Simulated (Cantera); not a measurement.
# Adiabatic ignition

An adiabatic, constant-volume homogeneous reactor starts with CH₃OH : O₂ : N₂ = 0.6 : 0.714 : 2.69 (molar parts), equivalence ratio 1.3, at 1125 K and 2600000 Pa.

Cantera simulation using GRI-Mech 3.0 (53 species, 325 reactions); the numbers are that mechanism's predictions, not measurements. GRI-Mech 3.0 was tuned for natural gas; its chemistry of methanol as a main component is partial and can be far from experiment. The pressure lies above the range GRI-Mech 3.0 was tuned for (to about 10 atm). Above 3000 K some thermodynamic fits are extrapolated.

```json
[
 {"t (s)": "3.00e-6", "T (K)": "1125", "P (bar)": "26.0", "x CH₃OH": "0.150", "x O₂": "0.178", "x H₂O": "1.39e-8", "x CH₂": "2.44e-12", "x H₂": "7.51e-9", "x HCN": "<1e-12", "x NO": "<1e-12"},
 {"t (s)": "9.49e-6", "T (K)": "1125", "P (bar)": "26.0", "x CH₃OH": "0.150", "x O₂": "0.178", "x H₂O": "4.41e-8", "x CH₂": "2.44e-12", "x H₂": "2.45e-8", "x HCN": "<1e-12", "x NO": "<1e-12"},
 {"t (s)": "3.00e-5", "T (K)": "1125", "P (bar)": "26.0", "x CH₃OH": "0.150", "x O₂": "0.178", "x H₂O": "1.40e-7", "x CH₂": "2.44e-12", "x H₂": "7.94e-8", "x HCN": "<1e-12", "x NO": "<1e-12"},
 {"t (s)": "9.49e-5", "T (K)": "1125", "P (bar)": "26.0", "x CH₃OH": "0.150", "x O₂": "0.178", "x H₂O": "4.47e-7", "x CH₂": "2.44e-12", "x H₂": "2.62e-7", "x HCN": "<1e-12", "x NO": "<1e-12"},
 {"t (s)": "0.000300", "T (K)": "1125", "P (bar)": "26.0", "x CH₃OH": "0.150", "x O₂": "0.178", "x H₂O": "1.65e-6", "x CH₂": "2.44e-12", "x H₂": "9.98e-7", "x HCN": "<1e-12", "x NO": "<1e-12"},
 {"t (s)": "0.000949", "T (K)": "1125", "P (bar)": "26.0", "x CH₃OH": "0.150", "x O₂": "0.178", "x H₂O": "1.44e-5", "x CH₂": "2.44e-12", "x H₂": "7.15e-6", "x HCN": "<1e-12", "x NO": "<1e-12"},
 {"t (s)": "0.00300", "T (K)": "3021", "P (bar)": "79.1", "x CH₃OH": "2.45e-12", "x O₂": "0.00185", "x H₂O": "0.230", "x CH₂": "9.01e-12", "x H₂": "0.0290", "x HCN": "1.72e-7", "x NO": "0.00400"},
 {"t (s)": "0.00949", "T (K)": "3021", "P (bar)": "79.1", "x CH₃OH": "2.45e-12", "x O₂": "0.00185", "x H₂O": "0.230", "x CH₂": "9.01e-12", "x H₂": "0.0290", "x HCN": "1.72e-7", "x NO": "0.00400"},
 {"t (s)": "0.0300", "T (K)": "3021", "P (bar)": "79.1", "x CH₃OH": "2.45e-12", "x O₂": "0.00185", "x H₂O": "0.230", "x CH₂": "9.01e-12", "x H₂": "0.0290", "x HCN": "1.72e-7", "x NO": "0.00400"},
 {"t (s)": "0.0949", "T (K)": "3021", "P (bar)": "79.1", "x CH₃OH": "2.45e-12", "x O₂": "0.00185", "x H₂O": "0.230", "x CH₂": "9.01e-12", "x H₂": "0.0290", "x HCN": "1.72e-7", "x NO": "0.00400"},
 {"t (s)": "0.300", "T (K)": "3021", "P (bar)": "79.1", "x CH₃OH": "2.45e-12", "x O₂": "0.00185", "x H₂O": "0.230", "x CH₂": "9.01e-12", "x H₂": "0.0290", "x HCN": "1.72e-7", "x NO": "0.00400"}
]
```
x: mole fraction; the columns are a selection and need not sum to one.

The time of steepest temperature rise is 2.81 ms and the temperature at 0.300 s is 3021 K. The equilibrium temperature comes out as 3021 K and the x(CH₃OH) at 0.300 s is 2.45e-12 (gas-phase equilibrium 2.55e-12). The x(O₂) at 0.300 s is 0.00185 (gas-phase equilibrium 0.00185) and the x(H₂O) at 0.300 s is 0.230 (gas-phase equilibrium 0.230).
